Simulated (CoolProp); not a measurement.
Values from CoolProp's reference Helmholtz-energy equation of state, Lemmon 2006. It is a short technical equation, of lower accuracy than the large ones.

Task: Give the vapour pressure (bar), liquid cp (kJ/(kg K)), vapour Z, surface tension (mN/m) of saturated C3F8 (R218) at 301.9 K.

Result: 
```csv
T (K),p (bar),liquid cp (kJ/(kg K)),vapour Z,surface tension (mN/m)
301.9,9.58,1.20,0.750,3.39
```

Surface tension comes from a separate correlation (Mulero 2012).
